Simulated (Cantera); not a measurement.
## Thermodynamics of silicon nitride deposition, feed SiHCl3 + NH3 + H2

A closed system holds: 1 mol SiHCl3, 0.21 mol NH3, 4.3 mol H2, at 752 °C and 1400 Pa.

Cantera equilibrium calculation (NASA polynomials, part measured and part estimated; ideal gas, pure solids and liquids). Candidate condensed phases: NH4Cl, Si, Si3N4; 28 gas species. Mutual solubility and eutectic melting of coexisting phases are not modelled. The tables' values for SiCl3 are old estimates; treat these amounts as uncertain. Kinetics and transport are ignored.

```yaml
x(H2): 0.836
x(SiCl4): 0.0987
x(HCl): 0.0394
x(SiHCl3): 0.0180
x(SiCl3): 0.00396
x(SiCl2): 0.00332
x(SiH2Cl2): 0.000364
x(SiH3Cl): 1.90e-6
n(Si(s)): 0.107 mol
n(Si3N4(s)): 0.0525 mol
gas_amount: 5.911 mol
```
